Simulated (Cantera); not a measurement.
Input: 1 mol PbO, 9.2 mol N₂, held at 0.610 bar.

These are equilibrium values from Cantera (NASA tables, ideal gas, pure condensed phases), not measurements of a reactor. Candidate condensed phases: Pb, PbO, PbO₂, Pb₃O₄; 12 gas species. Gases not in the tables: (PbO)n polymers. The numbers say what is thermodynamically allowed, not how fast it happens.

Problem. Which condensed phases are stable at each of these points (T (K)): 548, 648, 748, 848, 948, 1048, 1148, 1248, 1348, 1448?

Solution. 
```json
[
 {"T (K)": "548", "condensed phases": "PbO(red)", "Pb condensed (%)": "100.0"},
 {"T (K)": "648", "condensed phases": "PbO(red)", "Pb condensed (%)": "100.0"},
 {"T (K)": "748", "condensed phases": "PbO(red)", "Pb condensed (%)": "100.0"},
 {"T (K)": "848", "condensed phases": "PbO(yellow)", "Pb condensed (%)": "100.0"},
 {"T (K)": "948", "condensed phases": "PbO(yellow)", "Pb condensed (%)": "100.0"},
 {"T (K)": "1048", "condensed phases": "PbO(yellow)", "Pb condensed (%)": "100.0"},
 {"T (K)": "1148", "condensed phases": "PbO(yellow)", "Pb condensed (%)": "100.0"},
 {"T (K)": "1248", "condensed phases": "PbO(l)", "Pb condensed (%)": "99.7"},
 {"T (K)": "1348", "condensed phases": "PbO(l)", "Pb condensed (%)": "98.2"},
 {"T (K)": "1448", "condensed phases": "PbO(l)", "Pb condensed (%)": "92.1"}
]
```

From 548 K to 748 K the condensed part is PbO(red). From 848 K to 1148 K the condensed part is PbO(yellow). From 1248 K to 1448 K the condensed part is PbO(l).
